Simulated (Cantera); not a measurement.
Mixture: CO : H2 : CH4 : O2 : N2 = 1 : 0.14 : 0.26 : 2.32 : 8.72 (molar parts), at 5.30 bar, adiabatic and at constant volume. Ignition delay is the time to a rise of 400 K.

Cantera simulation using GRI-Mech 3.0 (53 species, 325 reactions); the numbers are that mechanism's predictions, not measurements. Below about 1000 K GRI-Mech 3.0 lacks low-temperature oxidation paths.

### Question
What does this change do: constant pressure in place of constant volume?

### Answer
| quantity | before | after |
|---|---|---|
| delay at 950 K | 33.1 ms | 37.4 ms |
| delay at 1100 K | 1.11 ms | 1.23 ms |
| delay at 1250 K | 0.189 ms | 0.206 ms |
| delay at 1400 K | 59.6 µs | 64.6 µs |
| apparent activation energy between 1325 and 1475 K | 110 kJ/mol | 110 kJ/mol |
